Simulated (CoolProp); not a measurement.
Computed with CoolProp (reference Helmholtz-energy equation of state, Bücker 2006).

Problem. For n-butane, give the phase and the viscosity (µPa s), conductivity (mW/(m K)) at 197.15 °C and 197 kPa; 197.15 °C and 1020 kPa.

Solution. 
- 197.15 °C and 197 kPa: gas; viscosity 11.6, conductivity 38.4
- 197.15 °C and 1020 kPa: gas; viscosity 11.8, conductivity 39.3

Viscosity comes from a separate model (Vogel 1999). Thermal conductivity comes from a separate model (Perkins 2002).
